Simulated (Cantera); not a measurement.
# Ignition delay

Mixture: 9.51 % CH4, 19.0 % O2, 71.5 % N2, at 233 Torr, adiabatic and at constant volume. Ignition delay is the time to a rise of 400 K.

Computed with Cantera and GRI-Mech 3.0 (53 species, 325 reactions).

```csv
T0 (K),delay (ms)
1300,26.9
1350,14.2
1400,7.82
1450,4.55
1500,2.78
1550,1.78
1600,1.19
1650,0.817
```

```
Property                                                 Value
--------------------------------------------------  ----------
apparent activation energy between 1550 and 1650 K  170 kJ/mol
```
